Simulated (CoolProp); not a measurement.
A Linde-Hampson liquefier for ethylene: isothermal reversible compression at 320 K from 1 atm to 5 MPa, throttling to 1 atm, return gas leaving the recuperator 10 K below the feed. Each further row changes one setting.

Model: reference Helmholtz-energy equation of state, Smukala 2000, in CoolProp.

| case | liquid yield per pass | compression work (kJ/kg of gas) |
|---|---|---|
| as stated | 0.100 | 347 |
| high pressure 10 MPa | 0.304 | ___ |
| warm-end temperature 350 K | ___ | 387 |
| warm-end gap 15 K | ___ | 347 |

### Question
What belongs in the gaps?

### Answer

- high pressure 10 MPa, compression work (kJ/kg of gas): 386
- warm-end temperature 350 K, liquid yield per pass: 0.066
- warm-end gap 15 K, liquid yield per pass: 0.089
